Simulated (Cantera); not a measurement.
Cantera run:

```python
import numpy as np
import cantera as ct

gas_names = """
    F FO FO2 F2 F2O H HF HOF HO2 H2 H2F2 H2O H2O2 H3F3 H4F4 H5F5 H6F6 H7F7 O OH O2 O3 Si SiF SiF2 SiF3
    SiF4 SiH SiHF3 SiH2 SiH2F2 SiH3 SiH3F SiH4 SiO SiO2 Si2 Si3
""".split()
cond_names = """
    H2O(s) H2O(L) Si(cr) Si(L) SiO2(Lqz) SiO2(hqz) SiO2(L)
""".split()


# ... load() reads the species with a 1 bar reference pressure and builds the phases ...
atoms = {
    'SiF4': {'Si': 1, 'F': 4},
    'O3': {'O': 3},
    'H2': {'H': 2},
}
top_T = {}  # K; cautious upper limits of use, not melting points


# ... equilibrate(T, P, feed) seeds the gas with the atoms and calls Mixture.equilibrate('TP', solver="vcs", rtol=1e-11, max_steps=5000) ...
results = []
feed = {'SiF4': 1, 'O3': 0.3, 'H2': 10}  # mol
P = 10000  # Pa
for T in [675, 875, 1075, 1275, 1475, 1675, 1875, 2075]:
    mix = equilibrate(T, P, feed)
    results.append((T, P, feed, dict(zip(mix.species_names, mix.species_moles))))

top = {s: max(r[3][s] / sum(r[3][g] for g in gas_names) for r in results) for s in gas_names}
cols = sorted((s for s in top if top[s] > 1e-05), key=lambda s: -top[s])[:7]
seen = [c for c in cond_names if any(r[3].get(c, 0) > 1e-12 for r in results)]
print("log10 of partial pressures in bar; condensed amounts in mol")
print(f"{'T/K':>10s}" + "".join(f"{s[:9]:>10s}" for s in cols + seen))
for T, P, feed, n in results:
    ng = sum(n[g] for g in gas_names)
    print(f"{T:10.4g}" + "".join(f"{np.log10(max(n[s] / ng * P / 1e5, 1e-99)):10.3f}" for s in cols)
          + "".join(f"{n.get(c, 0):10.4g}" for c in seen))
```

Result:

```
log10 of partial pressures in bar; condensed amounts in mol
       T/K        H2        HF      SiF4       H2O       SiO      SiF3         H SiO2(Lqz) SiO2(hqz)   SiO2(L)
       675    -1.086    -2.452    -2.090    -2.198   -31.192   -14.458   -14.749   0.09788         0         0
       875    -1.091    -2.101    -2.159    -2.391   -21.125   -10.369   -10.845         0    0.2222         0
      1075    -1.095    -1.944    -2.223    -2.645   -14.736    -7.775    -8.381         0    0.3217         0
      1275    -1.097    -1.876    -2.263    -2.901   -10.302    -5.964    -6.681         0    0.3786         0
      1475    -1.098    -1.844    -2.288    -3.129    -7.055    -4.631    -5.436         0    0.4076         0
      1675    -1.101    -1.822    -2.321    -3.301    -4.604    -3.635    -4.485         0      0.42         0
      1875    -1.120    -1.747    -2.479    -3.269    -2.901    -3.055    -3.744         0         0     0.345
      2075    -1.188    -1.591    -3.058    -3.028    -2.210    -3.165    -3.169         0         0         0
```

These are equilibrium values from Cantera (NASA tables, ideal gas, pure condensed phases), not measurements of a reactor. The tables' values for SiF3, SiF2 are old estimates; treat these amounts as uncertain. The tables hold silica as quartz up to 1696 K and as liquid above; real silica turns to tridymite and cristobalite and melts near 1996 K.
